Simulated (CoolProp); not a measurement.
Saturation properties of C3F8 (R218) (Tc = 71.9 °C, pc = 2.640 MPa, ω = 0.317).

Computed with CoolProp (reference Helmholtz-energy equation of state, Lemmon 2006). It is a short technical equation, of lower accuracy than the large ones.

| T (°C) | p (MPa) | enthalpy of vaporisation (kJ/kg) | vapour Z | liquid conductivity (mW/(m K)) |
|---|---|---|---|---|
| -63.75 | 0.02477 | 114.4 | 0.9795 | 69.1 |
| -56.55 | 0.03759 | 112.0 | 0.9727 | 67.3 |
| -49.45 | 0.05498 | 109.6 | 0.9647 | 65.4 |
| -42.25 | 0.07860 | 107.1 | 0.9551 | 63.5 |
| -35.15 | 0.1091 | 104.5 | 0.9440 | 61.6 |
| -27.95 | 0.1486 | 101.8 | 0.9310 | 59.6 |
| -20.85 | 0.1977 | 99.01 | 0.9164 | 57.7 |
| -13.65 | 0.2592 | 96.01 | 0.8997 | 55.7 |
| -6.45 | 0.3343 | 92.83 | 0.8807 | 53.7 |
| 0.65 | 0.4233 | 89.50 | 0.8598 | 51.8 |
| 7.85 | 0.5307 | 85.88 | 0.8361 | 49.8 |
| 14.95 | 0.6553 | 82.04 | 0.8100 | 47.9 |
| 22.15 | 0.8027 | 77.80 | 0.7803 | 46.0 |
| 29.25 | 0.9711 | 73.20 | 0.7473 | 44.2 |
| 36.45 | 1.168 | 68.00 | 0.7094 | 42.4 |

It boils at -36.8 °C under 1 atm.

Thermal conductivity comes from a separate model (Huber 2003), an estimate that may be off by 10 % or more.
